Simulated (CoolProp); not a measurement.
50 sccm (0 °C, 1 atm) of nitrogen bubbles through liquid m-xylene at 364.8 K and leaves saturated at a total pressure of 0.15 MPa (ideal gas phase). Each further row changes one setting.

Values from CoolProp's reference Helmholtz-energy equation of state, Zhou 2012.

```
case                      vapour pressure (kPa)  mole fraction of vapour  delivery (mg/min)  delivery (sccm)  change of delivery for a bath 1 K warmer (%)
------------------------  ---------------------  -----------------------  -----------------  ---------------  --------------------------------------------
as stated                                  23.3                    0.155                  ?             9.20                                           4.3
bath temperature 369.8 K                   27.8                    0.185               53.9                ?                                           4.3
total pressure 0.3 MPa                     23.3                        ?                  ?                ?                                           3.9
```

Task: Some entries are withheld; supply them.

Result: 
- as stated, delivery (mg/min): 43.6
- bath temperature 369.8 K, delivery (sccm): 11.4
- total pressure 0.3 MPa, mole fraction of vapour: 0.0777
- total pressure 0.3 MPa, delivery (mg/min): 20.0
- total pressure 0.3 MPa, delivery (sccm): 4.21
